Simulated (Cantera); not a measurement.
Feed: 1 mol CH3OH, 42 mol H2, equilibrated at 1.00 bar.

Cantera equilibrium calculation (NASA polynomials, part measured and part estimated; ideal gas, pure solids and liquids). Candidate condensed phases: C, C6H6, C7H8, C8H18, H2O; 110 gas species. Kinetics and transport are ignored.

x: gas mole fraction; nothing condenses.

| T (°C) | x H2 | x CH4 | x H2O | x CO |
|---|---|---|---|---|
| 327 | 0.953 | 0.0233 | 0.0233 | 3.24e-10 |
| 402 | 0.953 | 0.0233 | 0.0233 | 4.23e-8 |
| 477 | 0.953 | 0.0233 | 0.0233 | 2.15e-6 |
| 552 | 0.954 | 0.0232 | 0.0232 | … |
| 627 | 0.954 | 0.0224 | 0.0224 | 0.000762 |
| 702 | 0.959 | 0.0180 | 0.0179 | 0.00484 |
| 777 | 0.967 | 0.0106 | 0.0105 | 0.0119 |
| 852 | 0.972 | 0.00542 | 0.00534 | 0.0170 |
| 927 | 0.975 | 0.00275 | 0.00271 | 0.0196 |
| 1002 | 0.976 | … | … | 0.0208 |
| 1077 | 0.977 | 0.000817 | 0.000808 | 0.0214 |
| 1152 | 0.977 | 0.000484 | 0.000480 | 0.0218 |

Q: What belongs in the gaps?

A: 
- 1002, x CH4: 0.00146
- 1002, x H2O: 0.00144
- 552, x CO: 5.43e-5
